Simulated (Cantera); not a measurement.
An isothermal, constant-pressure homogeneous reactor starts with CH4 : N2 = 1 : 38 (molar parts), at 1250 K and 0.133 bar. Integrator tolerance rtol = 1e-08.

Cantera simulation using GRI-Mech 3.0 (53 species, 325 reactions); the numbers are that mechanism's predictions, not measurements. GRI-Mech 3.0 stops at C3 and has no aromatics, soot or wall deposition, so with more carbon than oxygen in the feed, carbon stays in small species such as C2H2 where larger ones or solid carbon would form.

Q: What does this change do: temperature 1250 to 1050 K?

A: 
```json
[
 {"quantity": "x(CH4) at 300 s", "before": "0.0230 (gas-phase equilibrium 0.000999)", "after": "0.0256 (gas-phase equilibrium 0.0117)"},
 {"quantity": "x(CH3) at 300 s", "before": "2.61e-6 (gas-phase equilibrium 1.36e-7)", "after": "2.23e-8 (gas-phase equilibrium 3.31e-8)"},
 {"quantity": "x(C2H4) at 300 s", "before": "5.96e-5 (gas-phase equilibrium 7.03e-5)", "after": "2.86e-8 (gas-phase equilibrium 0.000595)"},
 {"quantity": "x(C2H) at 300 s", "before": "2.12e-12 (gas-phase equilibrium 5.27e-12)", "after": "<1e-12 (gas-phase equilibrium <1e-12)"},
 {"quantity": "x(C2H6) at 300 s", "before": "9.41e-6 (gas-phase equilibrium 2.88e-8)", "after": "4.30e-7 (gas-phase equilibrium 1.86e-6)"},
 {"quantity": "x(CH2) at 300 s", "before": "8.50e-12 (gas-phase equilibrium <1e-12)", "after": "<1e-12 (gas-phase equilibrium <1e-12)"},
 {"quantity": "x(C2H2) at 300 s", "before": "0.00123 (gas-phase equilibrium 0.00258)", "after": "3.77e-10 (gas-phase equilibrium 0.00128)"}
]
```
